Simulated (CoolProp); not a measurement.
Vapour pressure (MPa) of R125: the reference equation beside estimates from Tc = 66.0 °C, pc = 3.618 MPa, ω = 0.305.

Values from CoolProp's reference Helmholtz-energy equation of state, Lemmon 2005.

| T (°C) | reference | Lee-Kesler | Peng-Robinson |
|---|---|---|---|
| -11.65 | 0.4558 | 0.4578 | 0.4535 |
| -7.85 | 0.5191 | 0.5213 | 0.5166 |
| -4.05 | 0.5888 | 0.5913 | 0.5862 |
| -0.25 | 0.6652 | 0.6679 | 0.6626 |
| 3.55 | 0.7489 | 0.7517 | 0.7464 |
| 7.35 | 0.8403 | 0.8431 | 0.8380 |
| 11.15 | 0.9397 | 0.9424 | 0.9378 |
| 14.95 | 1.048 | 1.050 | 1.046 |
| 18.75 | 1.165 | 1.167 | 1.164 |
| 22.55 | 1.291 | 1.293 | 1.292 |
| 26.35 | 1.428 | 1.429 | 1.429 |
| 30.15 | 1.575 | 1.575 | 1.578 |
| 33.95 | 1.733 | 1.733 | 1.737 |
| 37.75 | 1.902 | 1.902 | 1.909 |

Absolute difference from the reference over all 14 rows, mean and median: Lee-Kesler 0.2 and 0.2 %, Peng-Robinson 0.3 and 0.3 %.
